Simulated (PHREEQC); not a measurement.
**Leach liquor**

Dissolve 0.0013 mol/kgw H2SO4, 0.00063 mol/kgw FeSO4 and 3.5e-05 mol/kgw MgSO4 at 90 °C. Closed to the air; pH follows from the charge balance.

The numbers come from PHREEQC with the ion-association model, wateq4f.dat.

Each row changes one thing in this solution. Precipitation was switched off in this run.

| case | pH | ionic strength (mol/kgw) | SO4-2 (mol/kgw) | HSO4- (mol/kgw) | FeSO4 (mol/kgw) | FeHSO4+ (mol/kgw) | SI of Melanterite (FeSO4:7H2O) |
|---|---|---|---|---|---|---|---|
| as made | 2.77 | 0.00446 | 0.00106 | 0.000757 | 0.000131 | 3.29e-6 | -4.87 |
| 0.0006 mol/kgw TMAH added | 2.90 | 0.00468 | 0.00118 | 0.000625 | 0.000141 | 2.65e-6 | -4.83 |
| MgSO4 from 3.5e-05 to 7e-05 mol/kgw | 2.77 | 0.00454 | 0.00108 | 0.000764 | 0.000132 | 3.31e-6 | -4.86 |
| MgSO4 replaced by NiSO4 at the same molality | 2.77 | 0.00448 | 0.00107 | 0.000759 | 0.000131 | 3.30e-6 | -4.86 |
| H2SO4 replaced by KHSO4 at the same molality | 3.10 | 0.00497 | 0.00134 | 0.000439 | 0.000153 | 1.80e-6 | -4.80 |

(CH3)4N+ isn't in the database: it is added as a free cation with an ion size of 4 Å. Away from 25 °C the constants follow the database's enthalpies or fits; those with neither stay at their 25 °C values.
